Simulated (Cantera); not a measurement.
Feed: 1 mol CuO, 0.78 mol F2, 0.51 mol O2, equilibrated at 1648 K and 13.3 mbar.

Equilibrium computed with Cantera from the NASA thermochemical tables; the gas is ideal and each condensed phase is pure. Candidate condensed phases: Cu, CuF2, CuO, Cu2O; 13 gas species. Rates play no part.

Base state: O2 0.500, CuF2 0.271, CuF 0.223, F 0.00569, O 0.000155, Cu 2.13e-5 (mole fractions); condensed: gas only.

Question: What changes in the equilibrium state with this change: pressure from 13.3 mbar to 0.100 bar?

Answer: 
```tsv
species	before	after
O2	0.500	0.502
CuF2	0.271	0.278
CuF	0.223	0.219
F	0.00569	0.000790
O	0.000155	5.67e-5
Cu	2.13e-5	2.01e-5
```

Question: What changes in the equilibrium state with this change: CuO replaced by MgO?

Answer: 
| species | before | after |
|---|---|---|
| O2 | 0.500 | 0.957 |
| MgF2 | 0 | 0.0430 |
| O | 0.000155 | 0.000214 |
| CuF2 | 0.271 | 0 |
| CuF | 0.223 | 0 |
| Cu | 2.13e-5 | 0 |
| Mg2F4 | 0 | 1.98e-5 |
| MgF2(l), mol | 0 | 0.740 |
| MgO(s), mol | 0 | 0.220 |
Mutual solubility and eutectic melting of coexisting phases are not modelled. Further candidate phases: Mg, MgF2, MgO.

Question: What changes in the equilibrium state with this change: F2 from 0.78 to 1.4 mol?

Answer: 
| species | before | after |
|---|---|---|
| O2 | 0.500 | 0.357 |
| CuF2 | 0.271 | 0.348 |
| F | 0.00569 | 0.289 |
| CuF | 0.223 | 0.00565 |
| F2 | 1.74e-8 | 4.48e-5 |
| Cu | 2.13e-5 | 1.06e-8 |
